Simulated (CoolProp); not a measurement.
Saturation properties of propylene (Tc = 91.1 °C, pc = 45.55 bar, ω = 0.146).

The numbers come from the reference Helmholtz-energy equation of state, Lemmon 2013 in CoolProp.

```tsv
T (°C)	p (bar)	liquid density (kg/m³)	liquid cp (kJ/(kg K))	surface tension (mN/m)	liquid viscosity (µPa s)	liquid conductivity (mW/(m K))
-15.95	3.515	___	2.337	12.3	140	131
-8.85	4.443	558.9	2.380	___	131	128
-1.75	5.542	548.7	2.428	10.4	122	125
5.35	6.830	538.1	___	___	114	121
12.45	8.327	527.1	2.541	8.55	107	118
19.55	10.05	515.5	2.610	7.64	100	114
26.65	12.03	503.4	2.689	6.75	___	110
33.75	14.27	490.6	2.782	5.88	87.4	107
40.85	16.80	476.9	2.896	5.02	81.5	103
47.95	___	462.2	3.039	4.19	75.8	99.2
55.05	22.84	446.0	3.228	3.39	70.2	95.4
62.15	26.40	428.0	3.496	2.61	64.6	91.4
69.25	30.36	407.4	3.919	1.87	58.8	87.4
```

Task: Complete the blanks.

Result: 
- -15.95, liquid density (kg/m³): 568.9
- -8.85, surface tension (mN/m): 11.4
- 5.35, liquid cp (kJ/(kg K)): 2.481
- 5.35, surface tension (mN/m): 9.47
- 26.65, liquid viscosity (µPa s): 93.6
- 47.95, p (bar): 19.65

It boils at -47.6 °C under 1 atm.

Viscosity comes from a separate model (Huber 2003), an estimate that may be off by 10 % or more. Thermal conductivity comes from a separate model (Huber 2003), an estimate that may be off by 10 % or more. Surface tension comes from a separate correlation (Mulero 2012).
